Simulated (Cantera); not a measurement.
Input (Python, Cantera) and output of one run.

```python
import numpy as np
import cantera as ct

gas_names = """
    H HNO HNO2 HNO3 HO2 H2 H2O H2O2 N NH NH2 NH3 NH2OH NO NO2 NO3 N2 N2H2 N2H4 N2O O OH O2 O3 Si SiH
    SiH2 SiH3 SiH4 SiN SiO SiO2 Si2 Si2N Si3
""".split()
cond_names = """
    H2O(s) H2O(L) Si(cr) Si(L) SiO2(Lqz) SiO2(hqz) SiO2(L) Si2N2O(s) Si3N4(a)
""".split()


# ... load() reads the species with a 1 bar reference pressure and builds the phases ...
atoms = {
    'Si3N4': {'Si': 3, 'N': 4},
    'H2O': {'H': 2, 'O': 1},
    'H2': {'H': 2},
    'N2O': {'N': 2, 'O': 1},
}
top_T = {'Si2N2O(s)': 2100, 'Si3N4(a)': 2400}  # K; cautious upper limits of use, not melting points


# ... equilibrate(T, P, feed) seeds the gas with the atoms and calls Mixture.equilibrate('TP', solver="vcs", rtol=1e-11, max_steps=5000) ...
results = []
feed = {'Si3N4': 1, 'H2O': 1.3, 'H2': 220, 'N2O': 0.71}  # mol
T = 1923  # K
P = 10000  # Pa
mix = equilibrate(T, P, feed)
results.append((T, P, feed, dict(zip(mix.species_names, mix.species_moles))))
print(gas.report(threshold=0.0001))
for i in range(1, mix.n_phases):
    print(f"{mix.phase(i).name:16s} {mix.phase_moles(i):12.5e} mol")
```

Output:

```
       temperature   1923 K
          pressure   10000 Pa
           density   0.0016921 kg/m^3
  mean mol. weight   2.7054 kg/kmol
   phase of matter   gas

                          1 kg             1 kmol
                     ---------------   ---------------
          enthalpy        1.8582e+07        5.0272e+07  J
   internal energy        1.2672e+07        3.4284e+07  J
           entropy             77207        2.0888e+05  J/K
    Gibbs function       -1.2989e+08        -3.514e+08  J
 heat capacity c_p             12548             33947  J/K
 heat capacity c_v            9474.3             25632  J/K

                      mass frac. Y      mole frac. X     chem. pot. / RT
                     ---------------   ---------------   ---------------
                 H         0.0010965         0.0029429           -10.842
                H2           0.72722           0.97593           -21.683
                N2           0.12392          0.011968           -33.537
                Si         0.0017609        0.00016963           -5.6599
               SiO           0.14465         0.0088775           -42.825
     [  +30 minor]         0.0013426        0.00011646

Si(L)             9.24553e-01 mol
SiO2(L)           0.00000e+00 mol
Si2N2O(s)         0.00000e+00 mol
Si3N4(a)          0.00000e+00 mol
```

Cantera equilibrium calculation (NASA polynomials, part measured and part estimated; ideal gas, pure solids and liquids). Gases not in the tables: Si2H6 and higher silanes.
